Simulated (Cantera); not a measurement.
Input (Python, Cantera) and output of one run.

```python
import numpy as np
import cantera as ct

gas_names = """
    CL CL2 H HCL H2 Si SiCL SiCL2 SiCL3 SiCL4 SiH SiHCL3 SiH2 SiH2CL2 SiH3 SiH3CL SiH4 Si2 Si3
""".split()
cond_names = """
    Si(cr) Si(L)
""".split()


# ... load() reads the species with a 1 bar reference pressure and builds the phases ...
atoms = {
    'Si2Cl6': {'Si': 2, 'CL': 6},
    'Cl2': {'CL': 2},
    'H2': {'H': 2},
}
top_T = {}  # K; cautious upper limits of use, not melting points


# ... equilibrate(T, P, feed) seeds the gas with the atoms and calls Mixture.equilibrate('TP', solver="vcs", rtol=1e-11, max_steps=5000) ...
results = []
feed = {'Si2Cl6': 1, 'Cl2': 0.037, 'H2': 4.4}  # mol
T = 1000  # K
P = 1400  # Pa
mix = equilibrate(T, P, feed)
results.append((T, P, feed, dict(zip(mix.species_names, mix.species_moles))))
x = sorted(zip(gas.X, gas.species_names), reverse=True)
print(f"T = {T:g} K  P = {P:g} Pa  gas = {mix.phase_moles(0):.4g} mol")
print("   x: " + "  ".join(f"{s} {v:.3e}" for v, s in x if v > 1e-05))
print("   condensed (mol): " + ("  ".join(f"{mix.phase(i).name} {mix.phase_moles(i):.4g}"
      for i in range(1, mix.n_phases) if mix.phase_moles(i) > 1e-12) or "none"))
```

It prints:

```
T = 1000 K  P = 1400 Pa  gas = 5.943 mol
   x: H2 7.069e-01  SiCL4 2.181e-01  HCL 3.593e-02  SiHCL3 3.024e-02  SiCL3 5.288e-03  SiCL2 3.105e-03  SiH2CL2 4.521e-04
   condensed (mol): Si(cr) 0.4715
```

Method: chemical equilibrium by Gibbs-energy minimisation in Cantera with the NASA 1993 tables (ideal gas, pure condensed phases). The feed counts by its element totals alone. The tables' values for SiCl3 are old estimates; treat these amounts as uncertain.
